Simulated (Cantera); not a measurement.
Mixture: CH4 : O2 : N2 = 1 : 1.67 : 6.27 (molar parts), at 6.50 bar, adiabatic and at constant volume. Ignition delay is the time to a rise of 400 K.

Model: GRI-Mech 3.0 (53 species, 325 reactions), integrated in Cantera.

Question: What does this change do: pressure from 6.50 bar to 0.490 bar?

Answer: 
```json
[
 {"quantity": "delay at 1225 K", "before": "5.75 ms", "after": "59.8 ms"},
 {"quantity": "delay at 1325 K", "before": "1.74 ms", "after": "15.2 ms"},
 {"quantity": "delay at 1425 K", "before": "0.582 ms", "after": "4.52 ms"},
 {"quantity": "delay at 1525 K", "before": "0.212 ms", "after": "1.61 ms"},
 {"quantity": "delay at 1625 K", "before": "84.6 µs", "after": "0.678 ms"},
 {"quantity": "apparent activation energy between 1525 and 1625 K", "before": "190 kJ/mol", "after": "180 kJ/mol"}
]
```

Question: What does this change do: CH4 1 to 0.43 parts?

Answer: 
```json
[
 {"quantity": "delay at 1225 K", "before": "5.75 ms", "after": "3.91 ms"},
 {"quantity": "delay at 1325 K", "before": "1.74 ms", "after": "1.20 ms"},
 {"quantity": "delay at 1425 K", "before": "0.582 ms", "after": "0.413 ms"},
 {"quantity": "delay at 1525 K", "before": "0.212 ms", "after": "0.159 ms"},
 {"quantity": "delay at 1625 K", "before": "84.6 µs", "after": "68.6 µs"},
 {"quantity": "apparent activation energy between 1525 and 1625 K", "before": "190 kJ/mol", "after": "170 kJ/mol"}
]
```
